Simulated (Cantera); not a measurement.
## Boron, boron nitride and boron oxide: BCl3 + NH3 + H2

A closed system holds: 1 mol BCl3, 0.12 mol NH3, 3.5 mol H2, at 1398.15 K.

These are equilibrium values from Cantera (NASA tables, ideal gas, pure condensed phases), not measurements of a reactor. Candidate condensed phases: B, BN, NH4Cl; 21 gas species. Mutual solubility and eutectic melting of coexisting phases are not modelled. The tables' values for BCl, BCl2 are old estimates; treat these amounts as uncertain. Gases not in the tables: BHCl2. Equilibrium is a limit: real reactors are often held back by kinetics, nucleation or transport.

```json
[
 {"P (Pa)": "10", "x H2": "0.469", "x HCl": "0.498", "x BCl3": "0.0266", "x BCl": "0.00440", "x BCl2": "0.00156", "x H": "0.000325", "n B(s)": "0.713", "n BN(s)": "0.120"},
 {"P (Pa)": "46", "x H2": "0.494", "x HCl": "0.461", "x BCl3": "0.0418", "x BCl": "0.00185", "x BCl2": "0.00127", "x H": "0.000155", "n B(s)": "0.652", "n BN(s)": "0.120"},
 {"P (Pa)": "220", "x H2": "0.525", "x HCl": "0.413", "x BCl3": "0.0602", "x BCl": "0.000735", "x BCl2": "0.000962", "x H": "7.32e-5", "n B(s)": "0.568", "n BN(s)": "0.120"},
 {"P (Pa)": "1000", "x H2": "0.557", "x HCl": "0.362", "x BCl3": "0.0793", "x BCl": "0.000294", "x BCl2": "0.000698", "x H": "3.54e-5", "n B(s)": "0.480", "n BN(s)": "0.120"},
 {"P (Pa)": "4600", "x H2": "0.590", "x HCl": "0.311", "x BCl3": "0.0986", "x BCl": "0.000114", "x BCl2": "0.000485", "x H": "1.70e-5", "n B(s)": "0.390", "n BN(s)": "0.120"},
 {"P (Pa)": "22000", "x H2": "0.622", "x HCl": "0.261", "x BCl3": "0.117", "x BCl": "4.26e-5", "x BCl2": "0.000323", "x H": "7.97e-6", "n B(s)": "0.304", "n BN(s)": "0.120"},
 {"P (Pa)": "100000", "x H2": "0.650", "x HCl": "0.216", "x BCl3": "0.134", "x BCl": "1.62e-5", "x BCl2": "0.000213", "x H": "3.82e-6", "n B(s)": "0.229", "n BN(s)": "0.120"}
]
```
x: gas mole fraction; n: condensed amount in mol.

From 10.0 Pa to 1.00 bar the condensed part is B(s) + BN(s). The main B-bearing gas is BCl3 throughout. The share of B in condensed phases is highest at 10.0 Pa (83.3 %) and lowest at 1.00 bar (34.9 %).
